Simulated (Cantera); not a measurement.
Feed: 1 mol Pb, 0.39 mol CO, 28 mol N₂, equilibrated at 101000 Pa.

These are equilibrium values from Cantera (NASA tables, ideal gas, pure condensed phases), not measurements of a reactor. Candidate condensed phases: C, Pb, PbO, PbO₂, Pb₃O₄; 27 gas species. Kinetics and transport are ignored.

x: gas mole fraction; n: condensed amount in mol.

| T (K) | x N₂ | x Pb | x CO | x CO₂ | n C(graphite) | n Pb(l) |
|---|---|---|---|---|---|---|
| 800 | 0.990 | 6.06e-8 | 0.00617 | 0.00381 | 0.108 | 1.000 |
| 900 | 0.987 | [?] | [?] | [?] | [?] | 1.000 |
| 1000 | 0.986 | 1.60e-5 | 0.0135 | 0.000105 | 0.00299 | 1.000 |
| 1100 | 0.986 | [?] | 0.0137 | [?] | [?] | 0.997 |
| 1200 | 0.986 | 0.000635 | 0.0137 | 3.61e-6 | 0.000102 | 0.982 |
| 1300 | 0.984 | 0.00259 | 0.0137 | 9.84e-7 | 0 | 0.926 |
| 1400 | 0.978 | 0.00860 | 0.0136 | 3.22e-7 | 0 | 0.754 |
| 1500 | 0.962 | 0.0242 | 0.0134 | 1.21e-7 | 0 | 0.294 |
| 1600 | 0.953 | 0.0340 | 0.0133 | 5.19e-8 | 0 | 0 |

Question: Complete the blanks.

Answer: 
- 900, x Pb: 1.35e-6
- 900, x CO: 0.0121
- 900, x CO₂: 0.000827
- 900, n C(graphite): 0.0235
- 1100, x Pb: 0.000120
- 1100, x CO₂: 1.68e-5
- 1100, n C(graphite): 0.000477
